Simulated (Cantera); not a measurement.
A closed system holds: 1 mol BF₃, 0.35 mol O₂, 0.79 mol H₂, held at 750 Torr.

These are equilibrium values from Cantera (NASA tables, ideal gas, pure condensed phases), not measurements of a reactor. Candidate condensed phases: B, B₂O₃, B₃O₃H₃, H₂O; 43 gas species. Gases not in the tables: H₃BO₃. Rates play no part. All values below are at 1475 K.

Base state: HF 0.345, BF₃ 0.341, H₂O 0.180, H₂ 0.0458, BOF 0.0413, B₃O₃F₃ 0.0397, HBO₂ 0.00726, (HBO₂)₃ 0.000260 (mole fractions); condensed: gas only.

Task: What changes in the equilibrium state with this change: BF₃ replaced by B₂O₃?

Result: 
```tsv
species	before	after
H₂O	0.180	0.865
H₂	0.0458	0.113
HBO₂	0.00726	0.0180
HF	0.345	0
BF₃	0.341	0
BOF	0.0413	0
B₃O₃F₃	0.0397	0
BHF₂	2.93e-5	0
(HBO₂)₃	0.000260	0.00397
B₂O₃	1.01e-5	1.29e-5
B₂O₃(l), mol	0	0.988
```
